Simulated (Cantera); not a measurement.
Low-pressure radical oxidation in H2/O2

A perfectly stirred reactor is fed with 1.34 % H₂, 83.6 % O₂, 15.1 % N₂, at 2670 Pa; it is held at 1400 K, and followed from long to short residence time.

Computed with Cantera and GRI-Mech 3.0 (53 species, 325 reactions). Radical loss at walls, strong at low pressure, is not modelled.

```json
[
 {"τ (s)": "2.1", "x H₂": "1.67e-5", "x O₂": "0.834", "x H": "1.93e-5", "x NO₂": "3.31e-11", "x OH": "0.000578", "x O": "0.00116"},
 {"τ (s)": "0.91", "x H₂": "2.72e-5", "x O₂": "0.833", "x H": "4.13e-5", "x NO₂": "2.14e-11", "x OH": "0.000744", "x O": "0.00192"},
 {"τ (s)": "0.40", "x H₂": "4.34e-5", "x O₂": "0.832", "x H": "8.31e-5", "x NO₂": "1.41e-11", "x OH": "0.000939", "x O": "0.00305"},
 {"τ (s)": "0.18", "x H₂": "6.74e-5", "x O₂": "0.830", "x H": "0.000152", "x NO₂": "9.46e-12", "x OH": "0.00115", "x O": "0.00455"},
 {"τ (s)": "0.079", "x H₂": "0.000106", "x O₂": "0.828", "x H": "0.000255", "x NO₂": "6.17e-12", "x OH": "0.00137", "x O": "0.00637"},
 {"τ (s)": "0.035", "x H₂": "0.000168", "x O₂": "0.827", "x H": "0.000374", "x NO₂": "3.73e-12", "x OH": "0.00158", "x O": "0.00808"},
 {"τ (s)": "0.016", "x H₂": "0.000277", "x O₂": "0.826", "x H": "0.000485", "x NO₂": "2.05e-12", "x OH": "0.00177", "x O": "0.00926"},
 {"τ (s)": "0.0069", "x H₂": "0.000512", "x O₂": "0.825", "x H": "0.000591", "x NO₂": "<1e-12", "x OH": "0.00200", "x O": "0.00981"},
 {"τ (s)": "0.0031", "x H₂": "0.000974", "x O₂": "0.825", "x H": "0.000684", "x NO₂": "<1e-12", "x OH": "0.00229", "x O": "0.00963"},
 {"τ (s)": "0.0014", "x H₂": "0.00189", "x O₂": "0.826", "x H": "0.000754", "x NO₂": "<1e-12", "x OH": "0.00261", "x O": "0.00875"}
]
```
x: mole fraction; the columns are a selection and need not sum to one.
